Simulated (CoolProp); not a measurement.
Values from CoolProp's reference Helmholtz-energy equation of state, Lemmon 2005. It is a short technical equation, of lower accuracy than the large ones.

### Question
Give the vapour pressure (bar), liquid density (kg/m³), enthalpy of vaporisation (kJ/kg), liquid cp (kJ/(kg K)) of saturated cis-2-butene at -30.95 °C.

### Answer
| T (°C) | p (bar) | liquid density (kg/m³) | enthalpy of vaporisation (kJ/kg) | liquid cp (kJ/(kg K)) |
|---|---|---|---|---|
| -30.95 | 0.216 | 678 | 446 | 2.05 |
